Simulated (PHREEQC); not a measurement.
Dissolve 0.025 mol Al2(SO4)3, 0.13 mol NiCl2 and 0.0028 mol Na2SO4 per kg of water at 89 °C. Closed to the air; pH follows from the charge balance.

The numbers come from PHREEQC with the ion-association model, wateq4f.dat.

```tsv
quantity	before	after
pH	3.11	3.74
ionic strength (mol/kgw)	0.436	0.439
AlSO4+ (mol/kgw)	0.0299	0.0298
SO4-2 (mol/kgw)	0.0179	0.0199
Al+3 (mol/kgw)	0.0134	0.0158
Al(SO4)2- (mol/kgw)	0.00390	0.00405
SI of Al(OH)3(a) (Al(OH)3)	-1.07	-2.41
SI of Boehmite (AlOOH)	+1.37	-0.19
```

Q: Name the change that produced these shifts.
A) NiCl2 from 0.13 to 0.26 mol/kgw
B) 0.015 mol/kgw NaOH added
C) NiCl2 left out
D) temperature from 89 to 25 °C
E) diluted 5-fold with water

A: D, temperature from 89 to 25 °C

This is a speciation only: nothing precipitates in the calculation. Some of these states are supersaturated (in Boehmite (slow to form), Gibbsite (slow to form), Basaluminite, for instance). At this temperature some constants are extrapolated from 25 °C, and those without enthalpy data are left unchanged.
